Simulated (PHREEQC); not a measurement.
A solution holds 3.9 mmol/kgw NH4HF2, 71 mmol/kgw (NH4)2SiF6, 0.039 mmol/kgw HBF4 and 42 mmol/kgw H2SO4, at 35 °C. Closed to the air; pH follows from the charge balance.

Computed with PHREEQC (ion-association model, phreeqc.dat).

Question: The ionic strength comes out as 0.280 mol/kgw. What activity coefficients do HF2-, F-, BF3OH-, SO4-2, HSO4- get?

Answer: HF2- 0.73, F- 0.68, BF3OH- 0.73, SO4-2 0.25, HSO4- 0.73.

No solid was allowed to form. Examples of supersaturated solids here: Quartz (slow to form), Chalcedony (slow to form). Others may be too. SiF6-2 is the database's only silicon fluoride. Real BF4- forms and hydrolyses slowly; the run takes it at equilibrium.
